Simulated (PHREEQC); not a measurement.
## Cooling-tower water

A made-up water analysis in mg/kgw, 30 °C, pH 6.6, pe 1: Na 72.7; K 56.8; Ca 30.7; Mg 61.8; Cl 33; S(6) as SO4 456; Alkalinity as HCO3 74; Li 0.0154.

Valence states are taken as typed.

Computed with PHREEQC (ion-association model, phreeqc.dat).

This is a speciation only: nothing precipitates in the calculation.

**Question.** What ionic strength does the model give?

**Answer.** ionic strength 0.0159 mol/kgw.

**Question.** In which forms is Ca present?

**Answer.** Ca+2 79 %, CaSO4 21 %, CaHCO3+ 0.8 % of the Ca.
